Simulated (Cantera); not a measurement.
Input (Python, Cantera) and output of one run.

```python
import numpy as np
import cantera as ct

gas_names = """
    CL CLO CL2 H HCL HOCL HO2 H2 H2O H2O2 O OH O2 O3 Ti TiCL TiCL2 TiCL3 TiCL4 TiO TiOCL TiOCL2 TiO2
""".split()
cond_names = """
    H2O(s) H2O(L) Ti(a) Ti(b) Ti(L) TiCL2(s) TiCL3(s) TiCL4(L) TiO(a) TiO(b) TiO(L) TiO2(ru) TiO2(L)
    Ti2O3(a) Ti2O3(b) Ti2O3(L) Ti3O5(a) Ti3O5(b) Ti3O5(L) Ti4O7(s) Ti4O7(L)
""".split()


def load(file, names, dense=False):
    # The tables refer to 1 bar. Condensed volumes are neglected.
    table = {s.name: s for s in ct.Species.list_from_file(file)}
    out = []
    for n in names:
        d = dict(table[n].input_data)
        d["thermo"] = dict(d["thermo"], **{"reference-pressure": 1e5})
        if dense:
            d["equation-of-state"] = {"model": "constant-volume", "density": "1e6 g/cm^3"}
        out.append(ct.Species.from_dict(d))
    return out


gas = ct.Solution(thermo="ideal-gas", species=load("nasa_gas.yaml", gas_names))
cond = {s.name: ct.Solution(thermo="fixed-stoichiometry", species=[s], name=s.name)
        for s in load("nasa_condensed.yaml", cond_names, dense=True)}
atoms = {
    'TiCl4': {'Ti': 1, 'CL': 4},
    'O2': {'O': 2},
    'H2': {'H': 2},
}
top_T = {'TiCL2(s)': 1300, 'TiCL3(s)': 1000}  # K; cautious upper limits of use, not melting points


def equilibrate(T, P, feed):
    n = {}
    for name, mol in feed.items():
        for a, k in atoms[name].items():
            n[a] = n.get(a, 0.0) + k * mol
    gas.TPX = T, P, n
    mass = sum(n.values()) * gas.mean_molecular_weight
    gas.equilibrate("TP")
    valid = [c for c in cond.values() if c.min_temp <= T <= top_T.get(c.name, c.max_temp)]
    mix = ct.Mixture([(gas, mass / gas.mean_molecular_weight)] + [(c, 0.0) for c in valid])
    mix.T, mix.P = T, P
    mix.equilibrate("TP", solver="vcs", rtol=1e-11, max_steps=5000)
    return mix


results = []
feed = {'TiCl4': 1, 'O2': 13, 'H2': 1.5}  # mol
T = 1898  # K
P = 1000  # Pa
mix = equilibrate(T, P, feed)
results.append((T, P, feed, dict(zip(mix.species_names, mix.species_moles))))
x = sorted(zip(gas.X, gas.species_names), reverse=True)
print(f"T = {T:g} K  P = {P:g} Pa  gas = {mix.phase_moles(0):.4g} mol")
print("   x: " + "  ".join(f"{s} {v:.3e}" for v, s in x if v > 1e-05))
print("   condensed (mol): " + ("  ".join(f"{mix.phase(i).name} {mix.phase_moles(i):.4g}"
      for i in range(1, mix.n_phases) if mix.phase_moles(i) > 1e-12) or "none"))
```

Output:

```
T = 1898 K  P = 1000 Pa  gas = 16.25 mol
   x: O2 7.220e-01  HCL 1.274e-01  CL 1.174e-01  H2O 2.718e-02  OH 2.715e-03  O 2.492e-03  CL2 5.756e-04  CLO 1.631e-04  H 5.003e-05  H2 4.097e-05
   condensed (mol): TiO2(ru) 0.9999
```

Equilibrium computed with Cantera from the NASA thermochemical tables; the gas is ideal and each condensed phase is pure.
